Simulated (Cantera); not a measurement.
Input: 1 mol MgCO3, 0.99 mol H2S, 0.095 mol H2O, held at 93000 Pa.

Equilibrium computed with Cantera from the NASA thermochemical tables; the gas is ideal and each condensed phase is pure. Candidate condensed phases: C, C6H6, C7H8, C8H18, H2O, H2SO4, Mg, MgCO3, MgO, Mg(OH)2, MgS, MgSO4, S; 130 gas species. Gases not in the tables: S3 to S7. The numbers say what is thermodynamically allowed, not how fast it happens.

### Question
Which condensed phases are stable at each of these points (T (°C)): 350, 450, 550, 650, 750, 850, 950, 1050, 1150, 1250, 1350, 1450, 1550, 1650?

### Answer
```
T (°C)   condensed phases  Mg condensed (%)
------  -----------------  ----------------
350     MgCO3(s) + MgO(s)             100.0
450                MgO(s)             100.0
550                MgO(s)             100.0
650                MgO(s)             100.0
750                MgO(s)             100.0
850                MgO(s)             100.0
950                MgO(s)             100.0
1050               MgO(s)             100.0
1150               MgO(s)             100.0
1250               MgO(s)             100.0
1350               MgO(s)             100.0
1450               MgO(s)             100.0
1550               MgO(s)             100.0
1650               MgO(s)             100.0
```

At 350 °C the condensed part is MgCO3(s) + MgO(s). From 450 °C to 1650 °C the condensed part is MgO(s).
